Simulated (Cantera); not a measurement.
Mixture: 3.99 % CH4, 0.559 % C2H6, 14.0 % O2, 72.7 % N2, 8.78 % CO2, at 1.00 bar, adiabatic and at constant pressure. Ignition delay is the time to a rise of 400 K.

Model: GRI-Mech 3.0 (53 species, 325 reactions), integrated in Cantera.

### Question
At T0 = 1475 K, what is the delay, and which 7 reactions control it most (d ln τ / d ln k, from doubling and halving each rate constant)?

### Answer
The delay is 0.340 ms.
```json
[
 {"reaction": "H + O2 <=> O + OH", "d ln τ / d ln k": "-0.75", "faster rate": "shortens it"},
 {"reaction": "CH4 + H <=> CH3 + H2", "d ln τ / d ln k": "0.42", "faster rate": "lengthens it"},
 {"reaction": "CH3 + HO2 <=> CH3O + OH", "d ln τ / d ln k": "-0.36", "faster rate": "shortens it"},
 {"reaction": "CH4 + OH <=> CH3 + H2O", "d ln τ / d ln k": "0.34", "faster rate": "lengthens it"},
 {"reaction": "C2H6 + OH <=> C2H5 + H2O", "d ln τ / d ln k": "-0.19", "faster rate": "shortens it"},
 {"reaction": "CH3 + O2 <=> CH3O + O", "d ln τ / d ln k": "-0.15", "faster rate": "shortens it"},
 {"reaction": "C2H6 + O <=> C2H5 + OH", "d ln τ / d ln k": "-0.10", "faster rate": "shortens it"}
]
```
